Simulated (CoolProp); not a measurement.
Vapour-liquid equilibrium of benzene (1) + n-nonane (2) at 180.55 °C; x and y are mole fractions of (1).

Values from CoolProp's multi-fluid Helmholtz-energy mixture model, Thol 2012 and Lemmon 2006; pair parameters Bell 2016.

Question: Give the bubble pressure and the first vapour's composition at x = 0.25, 0.45, 0.55. Is there an azeotrope?

Answer: x = 0.25: 450.1 kPa, y = 0.606; x = 0.45: 610.8 kPa, y = 0.763; x = 0.55: 686.4 kPa, y = 0.817. No azeotrope shows between x = 0.05 and 0.95.

Pair parameters are fitted to limited data, so mixtures are less certain than the pure fluids.
